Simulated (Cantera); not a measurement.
An adiabatic, constant-pressure homogeneous reactor starts with H2 : O2 : N2 = 1.8 : 0.385 : 2.54 (molar parts), equivalence ratio 2.3, at 1150 K and 5.00 bar.

Cantera simulation using the H2/O2 subset of GRI-Mech 3.0, which has no nitrogen chemistry; the numbers are that mechanism's predictions, not measurements. The hydrogen kinetics of GRI-Mech 3.0 are dated; newer H2 mechanisms differ, most at raised pressure.

Problem. Predict: time of steepest temperature rise; temperature at 5.00 s; equilibrium temperature; x(H2) at 5.00 s; x(O2) at 5.00 s; x(OH) at 5.00 s; x(H2O) at 5.00 s; x(HO2) at 5.00 s; x(H) at 5.00 s.

Solution. 
```json
{
 "time_of_steepest_temperature_rise": "70.7 µs",
 "temperature at 5.00 s": "2318 K",
 "equilibrium_temperature": "2318 K",
 "x(H2) at 5.00 s": "0.236 (gas-phase equilibrium 0.236)",
 "x(O2) at 5.00 s": "6.01e-7 (gas-phase equilibrium 6.01e-7)",
 "x(OH) at 5.00 s": "0.000287 (gas-phase equilibrium 0.000287)",
 "x(H2O) at 5.00 s": "0.177 (gas-phase equilibrium 0.177)",
 "x(HO2) at 5.00 s": "1.19e-9 (gas-phase equilibrium 1.19e-9)",
 "x(H) at 5.00 s": "0.00232 (gas-phase equilibrium 0.00232)"
}
```
